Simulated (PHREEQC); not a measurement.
# Acid mine or pickling water

Synthetic water in mg/L, 25 °C, pH 2.43, pe 11.8:

```
constituent                mg/L
-----------------------  ------
Na                          128
K                          56.4
Ca                          205
Mg                         2.39
Cl                         53.4
S(6) as SO4                1120
Pb                         16.2
Si as SiO2                0.218
O(0) (dissolved oxygen)  0.0716
```

Valence states are taken as typed.

Model: ion-association model, phreeqc.dat, run in PHREEQC.

```yaml
ionic_strength: 0.0310 mol/kgw
specific_conductance: 3240 µS/cm
total_alkalinity: -6.12 meq/kg
charge_balance_error: -2.9 %
```

```
species  molality  activity   log γ
-------  --------  --------  ------
SO4-2     0.00813   0.00426  -0.280
Na+       0.00546   0.00465  -0.070
H+        0.00426   0.00371  -0.059
Ca+2      0.00363   0.00193  -0.274
HSO4-     0.00182   0.00154  -0.072
Cl-       0.00151   0.00127  -0.074
CaSO4     0.00145   0.00146   0.003
```

Precipitation was switched off in this run. Saturation is exceeded, for instance for Anglesite; the values hold only as long as no solid forms.
